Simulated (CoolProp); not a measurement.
Vapour-liquid equilibrium of benzene (1) + dimethyl carbonate (2) at 0.396 MPa; x and y are mole fractions of (1).

Computed with CoolProp (multi-fluid Helmholtz-energy mixture model, Thol 2012 and Zhou 2011; pair parameters Bell 2016).

| x | bubble temperature (°C) | y at the bubble point | dew temperature at overall composition x (°C) | liquid density (mol/L) |
|---|---|---|---|---|
| 0.05 | 138.8 | 0.071 | 139.1 | 9.967 |
| 0.2 | 136.2 | 0.254 | 136.9 | 9.912 |
| 0.35 | 134.3 | 0.408 | 135.0 | 9.854 |
| 0.5 | 132.9 | 0.544 | 133.3 | 9.798 |
| 0.65 | 132.1 | 0.673 | 132.2 | 9.744 |
| 0.8 | 131.7 | 0.804 | 131.7 | 9.694 |
| 0.95 | 131.8 | 0.947 | 131.8 | 9.647 |

y crosses x between x = 0.8 and 0.95: the model has an azeotrope there.

The pair parameters rest on a limited set of measurements; away from them the model extrapolates.
